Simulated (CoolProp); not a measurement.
Vapour-liquid equilibrium of CH2F2 (R32) (1) + R142b (2) at 1.12 bar; x and y are mole fractions of (1).

The numbers come from the multi-fluid Helmholtz-energy mixture model, Tillner-Roth 1997 and Lemmon 2006; pair parameters Bell 2016 in CoolProp.

Give the bubble temperature and the first vapour's composition at x = 0.05, 0.2, 0.5. Is there an azeotrope?

x = 0.05: 259.8 K, y = 0.268; x = 0.2: 245.5 K, y = 0.669; x = 0.5: 232.1 K, y = 0.885. No azeotrope shows between x = 0.05 and 0.95.

The pair parameters rest on a limited set of measurements; away from them the model extrapolates.
